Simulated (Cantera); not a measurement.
Nitride etching: BN + HCl + N₂

A closed system holds: 1 mol BN, 2.5 mol HCl, 16 mol N₂, equilibrated at 26.0 mbar.

Cantera equilibrium calculation (NASA polynomials, part measured and part estimated; ideal gas, pure solids and liquids). Candidate condensed phases: B, BN, NH₄Cl; 21 gas species. The tables' values for BCl₂, BCl are old estimates; treat these amounts as uncertain. Gases not in the tables: BHCl₂. Kinetics and transport are ignored.

```json
[
 {"T (°C)": "802", "log p N₂": "-1.65", "log p HCl": "-2.46", "log p H₂": "-4.71", "log p BCl₃": "-4.89", "log p Cl": "-7.98", "log p BCl₂": "-10.69", "log p BCl": "<-13", "log p H": "-10.19", "n BN(s)": "0.991"},
 {"T (°C)": "902", "log p N₂": "-1.65", "log p HCl": "-2.46", "log p H₂": "-4.50", "log p BCl₃": "-4.67", "log p Cl": "-7.18", "log p BCl₂": "-9.43", "log p BCl": "-11.79", "log p H": "-9.16", "n BN(s)": "0.985"},
 {"T (°C)": "1002", "log p N₂": "-1.65", "log p HCl": "-2.47", "log p H₂": "-4.32", "log p BCl₃": "-4.50", "log p Cl": "-6.51", "log p BCl₂": "-8.37", "log p BCl": "-10.20", "log p H": "-8.29", "n BN(s)": "0.977"},
 {"T (°C)": "1102", "log p N₂": "-1.65", "log p HCl": "-2.47", "log p H₂": "-4.17", "log p BCl₃": "-4.35", "log p Cl": "-5.93", "log p BCl₂": "-7.47", "log p BCl": "-8.85", "log p H": "-7.55", "n BN(s)": "0.968"},
 {"T (°C)": "1202", "log p N₂": "-1.65", "log p HCl": "-2.48", "log p H₂": "-4.04", "log p BCl₃": "-4.22", "log p Cl": "-5.44", "log p BCl₂": "-6.70", "log p BCl": "-7.68", "log p H": "-6.91", "n BN(s)": "0.957"},
 {"T (°C)": "1302", "log p N₂": "-1.65", "log p HCl": "-2.48", "log p H₂": "-3.92", "log p BCl₃": "-4.12", "log p Cl": "-5.00", "log p BCl₂": "-6.03", "log p BCl": "-6.67", "log p H": "-6.34", "n BN(s)": "0.945"},
 {"T (°C)": "1402", "log p N₂": "-1.65", "log p HCl": "-2.49", "log p H₂": "-3.82", "log p BCl₃": "-4.04", "log p Cl": "-4.63", "log p BCl₂": "-5.45", "log p BCl": "-5.78", "log p H": "-5.85", "n BN(s)": "0.932"}
]
```
log p: log10 of the partial pressure in bar; n: condensed amount in mol.

From 802 °C to 1402 °C the condensed part is BN(s). The main B-bearing gas is BCl₃ throughout. The share of B in condensed phases is highest at 802 °C (99.1 %) and lowest at 1402 °C (93.2 %).
